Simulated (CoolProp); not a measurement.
Vapour-liquid equilibrium of n-pentane (1) + benzene (2) at 0.0854 MPa; x and y are mole fractions of (1).

Values from CoolProp's multi-fluid Helmholtz-energy mixture model, Thol 2019 and Thol 2012; pair parameters Bell 2016.

| x | bubble temperature, mixture model (K) | bubble temperature, Raoult's law (K) | y, mixture model | y, Raoult's law |
|---|---|---|---|---|
| 0.05 | 340.5 | 343.7 | (withheld) | 0.168 |
| 0.2 | (withheld) | 333.4 | 0.587 | 0.506 |
| 0.35 | (withheld) | 325.4 | 0.729 | 0.700 |
| 0.5 | 315.1 | 319.0 | (withheld) | 0.819 |
| 0.65 | 311.4 | 313.7 | 0.875 | 0.898 |
| 0.8 | 308.2 | 309.3 | 0.929 | 0.951 |
| 0.95 | (withheld) | 305.5 | 0.982 | 0.990 |

Question: What belongs in the gaps?

Answer: 
- 0.05, y, mixture model: 0.243
- 0.2, bubble temperature, mixture model (K): 327.2
- 0.35, bubble temperature, mixture model (K): 319.9
- 0.5, y, mixture model: 0.813
- 0.95, bubble temperature, mixture model (K): 305.2

The largest gap from Raoult's law is -6.2 K in bubble temperature, at x = 0.2. No azeotrope shows between x = 0.05 and 0.95.

The pair parameters rest on a limited set of measurements; away from them the model extrapolates.
